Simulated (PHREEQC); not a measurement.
# Buffer

Consider water at 25 °C with 0.26 mol HF and 0.24 mol Na2CO3 per kg of water. Closed to the air; pH follows from the charge balance.

Computed with PHREEQC (ion-association model, phreeqc.dat).

Each row changes one thing in this solution. No solid was allowed to form.

```csv
case,pH,ionic strength (mol/kgw),HF (mol/kgw),HF2- (mol/kgw)
as made,7.13,0.433,1.52e-5,1.34e-5
diluted 100-fold with water,7.35,?,1.60e-7,1.59e-9
diluted 10-fold with water,?,0.0472,1.59e-6,?
Na2CO3 left out,1.76,0.0194,?,?
```

Some entries are withheld; supply them.


- diluted 100-fold with water, ionic strength (mol/kgw): 0.00479
- diluted 10-fold with water, pH: 7.29
- diluted 10-fold with water, HF2- (mol/kgw): 1.55e-7
- Na2CO3 left out, HF (mol/kgw): 0.231
- Na2CO3 left out, HF2- (mol/kgw): 0.00915
